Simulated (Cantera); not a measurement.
Input: 1 mol (CH₃)₂SiCl₂, 0.013 mol CH₄, 13 mol H₂, held at 90.0 Torr.

Method: chemical equilibrium by Gibbs-energy minimisation in Cantera with the NASA 1993 tables (ideal gas, pure condensed phases). Candidate condensed phases: C, C₆H₆, C₇H₈, C₈H₁₈, Si, SiC; 109 gas species. The feed counts by its element totals alone. The tables' values for SiCl₃ are old estimates; treat these amounts as uncertain. Kinetics and transport are ignored.

At 1200 K, list the 4 most abundant gas species with their mole fractions, and the condensed phases.

H₂ 0.883, HCl 0.114, CH₄ 0.00148, SiCl₄ 0.000734. Condensed: C(graphite) + SiC(s).
